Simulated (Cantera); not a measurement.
Input: 1 mol CH4, 0.04 mol O2, 0.52 mol NH3, equilibrated at 7.50 Torr.

Cantera equilibrium calculation (NASA polynomials, part measured and part estimated; ideal gas, pure solids and liquids). Candidate condensed phases: C, C6H6, C7H8, C8H18, H2O; 136 gas species. Kinetics and transport are ignored. All values below are at 2623 K.

Base state: H2 0.569, H 0.318, N2 0.0597, CO 0.0215, HCN 0.0175, C2H2 (acetylene) 0.0101, HNC 0.00235, CN 0.000667 (mole fractions); condensed: C(graphite).

Q: What changes in the equilibrium state with this change: pressure from 7.50 Torr to 623 Torr?

A: 
```json
[
 {"species": "H2", "before": "0.569", "after": "0.824"},
 {"species": "N2", "before": "0.0597", "after": "0.0687"},
 {"species": "H", "before": "0.318", "after": "0.0420"},
 {"species": "C2H2 (acetylene)", "before": "0.0101", "after": "0.0146"},
 {"species": "HCN", "before": "0.0175", "after": "0.0226"},
 {"species": "CO", "before": "0.0215", "after": "0.0251"},
 {"species": "CH4", "before": "4.03e-7", "after": "7.00e-5"},
 {"species": "C2", "before": "2.90e-5", "after": "3.49e-7"},
 {"species": "C(graphite), mol", "before": "0.760", "after": "0.743"}
]
```
